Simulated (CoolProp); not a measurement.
Saturated liquid density (kg/m³) of cyclopentane: the reference equation beside estimates from Tc = 238.6 °C, pc = 4583 kPa, ω = 0.202.

Computed with CoolProp (reference Helmholtz-energy equation of state, Gedanitz 2015).

```tsv
T (°C)	reference	van der Waals	Redlich-Kwong	Soave-Redlich-Kwong
38.25	727.1	462.9	680.7	696.2
57.45	707.2	450.5	659.1	?
76.65	686.4	437.3	635.9	654.4
95.75	?	423.2	610.8	630.5
114.95	?	407.9	583.5	604.0
134.15	?	391.2	?	574.5
153.35	?	372.8	520.4	541.2
172.55	558.2	?	483.1	503.0
```

### Question
Fill in the missing entries.

### Answer

- 57.45, Soave-Redlich-Kwong: 676.2
- 95.75, reference: 664.5
- 114.95, reference: 641.1
- 134.15, reference: 616.0
- 134.15, Redlich-Kwong: 553.6
- 153.35, reference: 588.7
- 172.55, van der Waals: 352.1

Absolute difference from the reference over all 8 rows, mean and median: van der Waals 36.5 and 36.4 %, Redlich-Kwong 9.1 and 8.5 %, Soave-Redlich-Kwong 6.1 and 5.5 %.
